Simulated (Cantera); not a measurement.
**Ignition delay**

Mixture: CH4 : CO : O2 : N2 = 1 : 0.29 : 1.53 : 9.04 (molar parts), equivalence ratio 1.4, at 1.00 atm, adiabatic and at constant pressure. Ignition delay is the time to a rise of 400 K.

Cantera simulation using GRI-Mech 3.0 (53 species, 325 reactions); the numbers are that mechanism's predictions, not measurements.

| T0 (K) | delay (ms) |
|---|---|
| 1225 | 71.6 |
| 1300 | 24.5 |
| 1375 | 9.01 |
| 1450 | 3.58 |
| 1525 | 1.55 |
| 1600 | 0.738 |
| 1675 | 0.385 |
| 1750 | 0.219 |
| 1825 | 0.133 |
| 1900 | 0.0854 |

* **apparent activation energy between 1750 and 1900 K**: 170 kJ/mol
